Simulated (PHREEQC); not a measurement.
0.16 g of hydrous ferric oxide (600 m²/g; 0.2 weak and 0.005 strong sites per Fe, Dzombak-Morel constants, diffuse double layer) in 1 kg of water with 0.01 mol/kgw of an inert sodium salt and 0.055 mmol/kgw SrCl2 and 0.0018 mmol/kgw ZnSO4, at 25 °C; the pH is set by adding NaOH or the inert anion's acid. O2 is buffered at 0.21 atm. No CO2 enters from the air. Precipitation was switched off in this run.

Base run: PHREEQC, ion-association model, wateq4f.dat. Each further column changes one thing. The table gives Zn sorbed (%).

```json
[
 {"pH": "4", "base": "0.0", "no electrostatic term (-no_edl)": "0.0", "background salt from 0.01 to 0.001 mol/kgw": "0.0", "oxide from 0.16 to 0.8 g/kgw": "0.1", "7e-05 mol/kgw CuSO4 added": "0.0"},
 {"pH": "4.38", "base": "0.1", "no electrostatic term (-no_edl)": "0.2", "background salt from 0.01 to 0.001 mol/kgw": "0.1", "oxide from 0.16 to 0.8 g/kgw": "0.4", "7e-05 mol/kgw CuSO4 added": "0.1"},
 {"pH": "4.75", "base": "0.4", "no electrostatic term (-no_edl)": "1.0", "background salt from 0.01 to 0.001 mol/kgw": "0.3", "oxide from 0.16 to 0.8 g/kgw": "1.9", "7e-05 mol/kgw CuSO4 added": "0.2"},
 {"pH": "5.5", "base": "7.4", "no electrostatic term (-no_edl)": "22.0", "background salt from 0.01 to 0.001 mol/kgw": "6.4", "oxide from 0.16 to 0.8 g/kgw": "28.4", "7e-05 mol/kgw CuSO4 added": "0.8"},
 {"pH": "5.88", "base": "26.9", "no electrostatic term (-no_edl)": "58.0", "background salt from 0.01 to 0.001 mol/kgw": "25.4", "oxide from 0.16 to 0.8 g/kgw": "65.0", "7e-05 mol/kgw CuSO4 added": "2.9"},
 {"pH": "6.25", "base": "61.5", "no electrostatic term (-no_edl)": "85.7", "background salt from 0.01 to 0.001 mol/kgw": "61.4", "oxide from 0.16 to 0.8 g/kgw": "89.6", "7e-05 mol/kgw CuSO4 added": "9.7"},
 {"pH": "6.62", "base": "87.7", "no electrostatic term (-no_edl)": "95.9", "background salt from 0.01 to 0.001 mol/kgw": "88.4", "oxide from 0.16 to 0.8 g/kgw": "97.6", "7e-05 mol/kgw CuSO4 added": "27.9"},
 {"pH": "7.38", "base": "99.4", "no electrostatic term (-no_edl)": "99.6", "background salt from 0.01 to 0.001 mol/kgw": "99.5", "oxide from 0.16 to 0.8 g/kgw": "99.9", "7e-05 mol/kgw CuSO4 added": "85.0"},
 {"pH": "7.75", "base": "99.8", "no electrostatic term (-no_edl)": "99.8", "background salt from 0.01 to 0.001 mol/kgw": "99.9", "oxide from 0.16 to 0.8 g/kgw": "100.0", "7e-05 mol/kgw CuSO4 added": "96.0"},
 {"pH": "8.12", "base": "99.9", "no electrostatic term (-no_edl)": "99.9", "background salt from 0.01 to 0.001 mol/kgw": "99.9", "oxide from 0.16 to 0.8 g/kgw": "100.0", "7e-05 mol/kgw CuSO4 added": "99.0"},
 {"pH": "8.5", "base": "99.9", "no electrostatic term (-no_edl)": "99.9", "background salt from 0.01 to 0.001 mol/kgw": "99.9", "oxide from 0.16 to 0.8 g/kgw": "100.0", "7e-05 mol/kgw CuSO4 added": "99.7"},
 {"pH": "9.25", "base": "99.9", "no electrostatic term (-no_edl)": "99.8", "background salt from 0.01 to 0.001 mol/kgw": "99.9", "oxide from 0.16 to 0.8 g/kgw": "100.0", "7e-05 mol/kgw CuSO4 added": "99.7"},
 {"pH": "9.62", "base": "99.9", "no electrostatic term (-no_edl)": "99.3", "background salt from 0.01 to 0.001 mol/kgw": "99.9", "oxide from 0.16 to 0.8 g/kgw": "100.0", "7e-05 mol/kgw CuSO4 added": "99.6"},
 {"pH": "10", "base": "99.8", "no electrostatic term (-no_edl)": "97.3", "background salt from 0.01 to 0.001 mol/kgw": "99.8", "oxide from 0.16 to 0.8 g/kgw": "100.0", "7e-05 mol/kgw CuSO4 added": "99.3"}
]
```

 The database's constant for dissolved Cu(OH)2 is higher than later reviews accept.
